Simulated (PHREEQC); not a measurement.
Ca(OH)2 is added in steps, without added water, to 1 kg of water holding 0.057 mol/kgw ZnCl2 and 0.00011 mol/kgw Na3PO4, at 25 °C. Oxygen alone is held at its pressure in air (log pO2 = -0.68). The system is closed to CO2. The run lets Portlandite, Hydroxyapatite, Zn(OH)2-e, Zn5(OH)8Cl2, Zn3(PO4)2:4w, Halite precipitate or redissolve, and no other solid.

Base run: PHREEQC, ion-association model, wateq4f.dat. Each further column changes one thing. The table gives pH.

```csv
Ca(OH)2 added (mol),base,Na3PO4 replaced by Na2SiF6 at the same molality,diluted 10-fold with water,Na3PO4 left out,no solid may form
0,5.60,3.59,6.30,5.12,6.42
0.00915,6.24,6.24,11.74,6.24,8.22
0.01678,6.31,6.30,12.21,6.30,8.45
0.02593,6.41,6.41,12.43,6.41,8.65
0.03508,6.58,6.57,12.43,6.58,8.84
0.04423,7.13,7.09,12.43,7.13,9.06
0.05185,8.38,8.38,12.43,8.38,9.38
0.061,11.64,11.62,12.43,11.64,10.55
```

H3PO4, which wateq4f.dat lacks, is added to it with the constant of phreeqc.dat. The database has no phosphate complexes of Zn. SiF6-2 is the database's only silicon fluoride.  In at least one series the solution becomes supersaturated in solids that the run did not let form, among them Hydroxyapatite, Zn(OH)2-e, Zn5(OH)8Cl2, Zn3(PO4)2:4w. Solids allowed in the column 'Na3PO4 replaced by Na2SiF6 at the same molality': Fluorite, Portlandite, Zn(OH)2-e, Zn5(OH)8Cl2, SiO2(a), Halite, ZnF2, Willemite. Solids allowed in the column 'Na3PO4 left out': Portlandite, Zn(OH)2-e, Zn5(OH)8Cl2.
